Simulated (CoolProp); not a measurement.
Values from CoolProp's reference Helmholtz-energy equation of state, Lemmon 2005. It is a short technical equation, of lower accuracy than the large ones.

Q: For isobutene, give the phase and the Joule-Thomson coefficient (K/MPa) at 337.5 K and 0.101 MPa.

A: 
- 337.5 K and 0.101 MPa: gas; Joule-Thomson coefficient 17.2
